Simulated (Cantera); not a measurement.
An isothermal, constant-pressure homogeneous reactor starts with 21.7 % CH4, 78.3 % CO2, at 2050 K and 1600000 Pa.

Computed with Cantera and GRI-Mech 3.0 (53 species, 325 reactions). The pressure lies above the range GRI-Mech 3.0 was tuned for (to about 10 atm).

x: mole fraction; the columns are a selection and need not sum to one.

```json
[
 {"t (s)": "2.00e-6", "x CH4": "0.201", "x CO2": "0.777", "x H": "4.30e-5", "x H2O2": "5.76e-12", "x CH3": "0.00477", "x O": "3.79e-9"},
 {"t (s)": "1.15e-5", "x CH4": "0.131", "x CO2": "0.716", "x H": "0.000125", "x H2O2": "5.05e-11", "x CH3": "0.00369", "x O": "8.97e-9"},
 {"t (s)": "6.63e-5", "x CH4": "(withheld)", "x CO2": "(withheld)", "x H": "0.000144", "x H2O2": "3.10e-10", "x CH3": "(withheld)", "x O": "(withheld)"},
 {"t (s)": "0.000382", "x CH4": "(withheld)", "x CO2": "(withheld)", "x H": "0.000147", "x H2O2": "8.76e-10", "x CH3": "(withheld)", "x O": "(withheld)"},
 {"t (s)": "0.00220", "x CH4": "0.00230", "x CO2": "0.211", "x H": "0.000177", "x H2O2": "3.73e-10", "x CH3": "8.17e-5", "x O": "4.05e-8"},
 {"t (s)": "0.0126", "x CH4": "4.00e-8", "x CO2": "0.197", "x H": "0.000186", "x H2O2": "3.38e-10", "x CH3": "1.37e-9", "x O": "4.80e-8"},
 {"t (s)": "0.0728", "x CH4": "2.55e-8", "x CO2": "0.197", "x H": "0.000186", "x H2O2": "3.38e-10", "x CH3": "8.76e-10", "x O": "4.80e-8"},
 {"t (s)": "0.419", "x CH4": "2.55e-8", "x CO2": "0.197", "x H": "0.000186", "x H2O2": "3.38e-10", "x CH3": "8.76e-10", "x O": "4.80e-8"},
 {"t (s)": "2.41", "x CH4": "2.55e-8", "x CO2": "0.197", "x H": "0.000186", "x H2O2": "3.38e-10", "x CH3": "8.76e-10", "x O": "4.80e-8"},
 {"t (s)": "13.9", "x CH4": "2.55e-8", "x CO2": "0.197", "x H": "0.000186", "x H2O2": "3.38e-10", "x CH3": "8.76e-10", "x O": "4.80e-8"},
 {"t (s)": "80.0", "x CH4": "2.55e-8", "x CO2": "0.197", "x H": "0.000186", "x H2O2": "3.38e-10", "x CH3": "8.76e-10", "x O": "4.80e-8"}
]
```

Complete the blanks.


- 6.63e-5, x CH4: 0.0421
- 6.63e-5, x CO2: 0.522
- 6.63e-5, x CH3: 0.00136
- 6.63e-5, x O: 1.21e-8
- 0.000382, x CH4: 0.00660
- 0.000382, x CO2: 0.317
- 0.000382, x CH3: 0.000326
- 0.000382, x O: 2.51e-8
